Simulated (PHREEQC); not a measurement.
1 kg of water holding 0.005 mol/kgw KCl, 0.0075 mol/kgw Na2CO3, 0.0039 mol/kgw NaCl, 0.0012 mol/kgw Na2B4O7 and 0.036 mol/kgw Na2SO4 is evaporated at 30 °C; the solids stay in contact with the brine. CO2 is held at log p = -3.4 (atm). Solids allowed: Arcanite, Burkeite, Glaserite, Halite, Kalicinite, Mirabilite, Misenite, Nahcolite, Natron, Sylvite, Thenardite, Trona, Borax, Boric_acid,s, KB5O8:4H2O, K2B4O7:4H2O, NaBO2:4H2O, NaB5O8:5H2O, Teepleite. Others were left out.

All values are PHREEQC results (Pitzer model, pitzer.dat), not measurements.

```json
[
 {"water left (kg)": "0.9999", "ionic strength": "0.136", "water activity": "0.998", "Thenardite (mol)": "0", "Trona (mol)": "0"},
 {"water left (kg)": "0.6755", "ionic strength": "0.203", "water activity": "0.996", "Thenardite (mol)": "0", "Trona (mol)": "0"},
 {"water left (kg)": "0.4563", "ionic strength": "0.301", "water activity": "0.995", "Thenardite (mol)": "0", "Trona (mol)": "0"},
 {"water left (kg)": "0.3082", "ionic strength": "0.447", "water activity": "0.993", "Thenardite (mol)": "0", "Trona (mol)": "0"},
 {"water left (kg)": "0.2082", "ionic strength": "0.664", "water activity": "0.989", "Thenardite (mol)": "0", "Trona (mol)": "0"},
 {"water left (kg)": "0.1406", "ionic strength": "0.985", "water activity": "0.985", "Thenardite (mol)": "0", "Trona (mol)": "0"},
 {"water left (kg)": "0.09501", "ionic strength": "1.46", "water activity": "0.979", "Thenardite (mol)": "0", "Trona (mol)": "0"},
 {"water left (kg)": "0.05276", "ionic strength": "2.64", "water activity": "0.963", "Thenardite (mol)": "0", "Trona (mol)": "0"},
 {"water left (kg)": "0.03565", "ionic strength": "3.92", "water activity": "0.947", "Thenardite (mol)": "0", "Trona (mol)": "0"},
 {"water left (kg)": "0.0241", "ionic strength": "5.81", "water activity": "0.922", "Thenardite (mol)": "0", "Trona (mol)": "0"},
 {"water left (kg)": "0.01632", "ionic strength": "8.60", "water activity": "0.881", "Thenardite (mol)": "0", "Trona (mol)": "0"},
 {"water left (kg)": "0.01106", "ionic strength": "11.2", "water activity": "0.835", "Thenardite (mol)": "0.00549", "Trona (mol)": "0"},
 {"water left (kg)": "0.007475", "ionic strength": "11.5", "water activity": "0.815", "Thenardite (mol)": "0.0182", "Trona (mol)": "0"},
 {"water left (kg)": "0.005005", "ionic strength": "11.5", "water activity": "0.792", "Thenardite (mol)": "0.0259", "Trona (mol)": "0.000721"}
]
```

Thenardite from water left = 0.01106 kg (pH 9.77); Borax from water left = 0.009092 kg (pH 9.82); Glaserite from water left = 0.005005 kg (pH 9.93); Trona from water left = 0.005005 kg (pH 9.93).
